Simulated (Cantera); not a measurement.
Charge: 1 mol Na2CO3, 3.8 mol H2S, 1.6 mol CO2, held at 1775 K and 1330 Pa.

Cantera equilibrium calculation (NASA polynomials, part measured and part estimated; ideal gas, pure solids and liquids). Candidate condensed phases: C, C6H6, C7H8, C8H18, H2O, H2SO4, Na, NaOH, NaO2, Na2CO3, Na2O, Na2O2, Na2S, Na2SO4, S; 131 gas species. Rates play no part.

Base state: CO 0.192, Na 0.184, H2O 0.177, H2 0.168, S2 0.141, CO2 0.0544, SO2 0.0443, SO 0.0147 (mole fractions); condensed: gas only.

Q: What changes in the equilibrium state with this change: temperature from 1775 K to 1625 K?

A: 
| species | before | after |
|---|---|---|
| H2O | 0.177 | 0.197 |
| Na | 0.184 | 0.184 |
| CO | 0.192 | 0.176 |
| CO2 | 0.0544 | 0.0746 |
| H2 | 0.168 | 0.149 |
| SO | 0.0147 | 0.00582 |
| H2S | 0.00858 | 0.0141 |
| SO2 | 0.0443 | 0.0302 |
| S2 | 0.141 | 0.155 |
| OH | 6.75e-5 | 1.31e-5 |
| H | 0.00103 | 0.000236 |
| S | 0.00197 | 0.000530 |
